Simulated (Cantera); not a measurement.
**Hydrogen reduction and annealing atmospheres: CuO + H2 + H2O**

Feed: 1 mol CuO, 100 mol H2, 1.6 mol H2O, equilibrated at 0.0210 bar.

Equilibrium computed with Cantera from the NASA thermochemical tables; the gas is ideal and each condensed phase is pure. Candidate condensed phases: Cu, CuO, Cu(OH)2, Cu2O, H2O; 12 gas species. Rates play no part.

From 923 K to 1323 K the condensed part is Cu(s). From 1423 K to 1623 K the condensed part is Cu(l). From 1723 K to 2223 K nothing is condensed.

```json
[
 {"T (K)": "923", "log p H2": "-1.69", "log p H": "-10.46", "log p H2O": "-3.27", "log p Cu": "-12.26", "n Cu(s)": "1.00", "n Cu(l)": "0"},
 {"T (K)": "1023", "log p H2": "-1.69", "log p H": "-9.23", "log p H2O": "-3.27", "log p Cu": "-10.42", "n Cu(s)": "1.00", "n Cu(l)": "0"},
 {"T (K)": "1123", "log p H2": "-1.69", "log p H": "-8.22", "log p H2O": "-3.27", "log p Cu": "-8.90", "n Cu(s)": "1.000", "n Cu(l)": "0"},
 {"T (K)": "1223", "log p H2": "-1.69", "log p H": "-7.37", "log p H2O": "-3.27", "log p Cu": "-7.64", "n Cu(s)": "1.000", "n Cu(l)": "0"},
 {"T (K)": "1323", "log p H2": "-1.69", "log p H": "-6.64", "log p H2O": "-3.27", "log p Cu": "-6.57", "n Cu(s)": "0.999", "n Cu(l)": "0"},
 {"T (K)": "1423", "log p H2": "-1.69", "log p H": "-6.02", "log p H2O": "-3.27", "log p Cu": "-5.68", "n Cu(s)": "0", "n Cu(l)": "0.990"},
 {"T (K)": "1523", "log p H2": "-1.69", "log p H": "-5.48", "log p H2O": "-3.27", "log p Cu": "-4.92", "n Cu(s)": "0", "n Cu(l)": "0.942"},
 {"T (K)": "1623", "log p H2": "-1.69", "log p H": "-5.01", "log p H2O": "-3.27", "log p Cu": "-4.26", "n Cu(s)": "0", "n Cu(l)": "0.730"},
 {"T (K)": "1723", "log p H2": "-1.69", "log p H": "-4.59", "log p H2O": "-3.27", "log p Cu": "-3.69", "n Cu(s)": "0", "n Cu(l)": "0"},
 {"T (K)": "1823", "log p H2": "-1.69", "log p H": "-4.21", "log p H2O": "-3.27", "log p Cu": "-3.69", "n Cu(s)": "0", "n Cu(l)": "0"},
 {"T (K)": "1923", "log p H2": "-1.70", "log p H": "-3.87", "log p H2O": "-3.28", "log p Cu": "-3.69", "n Cu(s)": "0", "n Cu(l)": "0"},
 {"T (K)": "2023", "log p H2": "-1.70", "log p H": "-3.57", "log p H2O": "-3.28", "log p Cu": "-3.69", "n Cu(s)": "0", "n Cu(l)": "0"},
 {"T (K)": "2123", "log p H2": "-1.70", "log p H": "-3.30", "log p H2O": "-3.28", "log p Cu": "-3.69", "n Cu(s)": "0", "n Cu(l)": "0"},
 {"T (K)": "2223", "log p H2": "-1.71", "log p H": "-3.05", "log p H2O": "-3.29", "log p Cu": "-3.70", "n Cu(s)": "0", "n Cu(l)": "0"}
]
```
log p: log10 of the partial pressure in bar; n: condensed amount in mol.
